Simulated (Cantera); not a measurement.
Source: NASA polynomial tables (part measured, part estimated), evaluated in Cantera. Values are per mole of reaction as written; species without (g) are pure solids or liquids, kept so even where they would boil at 1 bar.

Task: Between 300 and 725 K, where is each reaction favourable under standard conditions?
- LiCl + H(g) ⇌ Li(g) + HCl(g)

Result: 
- LiCl + H(g) ⇌ Li(g) + HCl(g): ΔG° is 212 kJ at 300 K and 152 kJ at 725 K; it stays positive (K < 1). ΔH° is 247 kJ and ΔS° 131 J/K at 725 K.
